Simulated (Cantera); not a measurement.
Feed: 1 mol CCl4, 0.52 mol Si, at 900 K and 10000 Pa.

These are equilibrium values from Cantera (NASA tables, ideal gas, pure condensed phases), not measurements of a reactor. Candidate condensed phases: C, Si, SiC; 24 gas species. Gases not in the tables: chlorinated aromatics. Kinetics and transport are ignored.

Question: What is the equilibrium state?

Answer: 
- x(Cl2): 0.647
- x(SiCl4): 0.352
- x(CCl4): 0.000952
- x(Cl): 0.000188
- n(C(graphite)): 0.999 mol
- gas amount: 1.479 mol
- log10 activity of Si(s) (absent): -30.63
